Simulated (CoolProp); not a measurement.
Saturation properties of n-octane (Tc = 295.6 °C, pc = 2484 kPa, ω = 0.398).

The numbers come from the reference Helmholtz-energy equation of state, Beckmüller 2019 in CoolProp.

| T (°C) | p (kPa) | vapour density (kg/m³) | enthalpy of vaporisation (kJ/kg) | liquid viscosity (µPa s) | liquid conductivity (mW/(m K)) |
|---|---|---|---|---|---|
| 61.75 | 11.31 | 0.4693 | 341.9 | 344 | 114 |
| 88.75 | 32.04 | 1.247 | 325.5 | 270 | 106 |
| 115.85 | 76.57 | 2.835 | 308.1 | 216 | 99.0 |
| 142.85 | 159.6 | 5.713 | 289.3 | 176 | 92.3 |
| 169.85 | 299.9 | 10.57 | 268.2 | 144 | 85.9 |
| 196.95 | 520.5 | 18.45 | 243.9 | 117 | 79.7 |
| 223.95 | 845.2 | 31.07 | 214.9 | 94.4 | 73.8 |
| 250.95 | 1305 | 52.12 | 177.9 | 74.0 | 68.2 |

It boils at 125.6 °C under 1 atm.

Viscosity comes from a separate model (Huber 2004). Thermal conductivity comes from a separate model (Huber 2005).
